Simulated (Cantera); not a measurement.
# Hydrocarbon pyrolysis for carbon deposition

An isothermal, constant-pressure homogeneous reactor starts with 39.0 % CH4, 61.0 % N2, at 1725 K and 1.00 atm.

Cantera simulation using GRI-Mech 3.0 (53 species, 325 reactions); the numbers are that mechanism's predictions, not measurements. GRI-Mech 3.0 stops at C3 and has no aromatics, soot or wall deposition, so with more carbon than oxygen in the feed, carbon stays in small species such as C2H2 where larger ones or solid carbon would form.

```tsv
t (s)	x CH4	x HCN	x C2H6	x CH3	x C2H2	x C2H	x CH2
1.00e-5	0.390	<1e-12	7.86e-7	0.000169	3.10e-10	<1e-12	3.92e-9
2.39e-5	0.390	<1e-12	9.71e-6	0.000390	1.29e-8	<1e-12	2.01e-8
5.72e-5	0.389	2.45e-12	9.26e-5	0.000790	4.82e-7	3.27e-12	7.96e-8
0.000137	0.386	1.72e-11	0.000492	0.00129	1.35e-5	8.04e-11	2.05e-7
0.000327	0.377	1.41e-10	0.00141	0.00188	0.000277	1.07e-9	4.25e-7
0.000782	0.347	1.31e-9	0.00196	0.00213	0.00402	1.09e-8	5.80e-7
0.00187	0.287	6.55e-9	0.00108	0.00162	0.0242	4.73e-8	4.13e-7
0.00447	0.213	1.91e-8	0.000473	0.00111	0.0576	9.70e-8	2.68e-7
0.0107	0.137	4.41e-8	0.000179	0.000705	0.0881	1.43e-7	1.73e-7
0.0256	0.0741	8.71e-8	5.31e-5	0.000394	0.112	1.85e-7	1.03e-7
0.0612	0.0347	1.48e-7	1.27e-5	0.000194	0.126	2.18e-7	5.45e-8
0.146	0.0163	2.26e-7	3.47e-6	9.43e-5	0.133	2.38e-7	2.81e-8
0.350	0.0106	3.36e-7	1.93e-6	6.24e-5	0.135	2.45e-7	1.91e-8
0.836	0.0100	5.62e-7	1.80e-6	5.91e-5	0.135	2.46e-7	1.81e-8
2.00	0.0100	1.11e-6	1.80e-6	5.91e-5	0.135	2.46e-7	1.81e-8
```
x: mole fraction; the columns are a selection and need not sum to one.

Equilibrium at this temperature and pressure: CH4 0.00797, HCN 0.106, C2H6 1.13e-6, CH3 4.68e-5, C2H2 0.0834, C2H 1.52e-7, CH2 1.43e-8 (gas phase only).
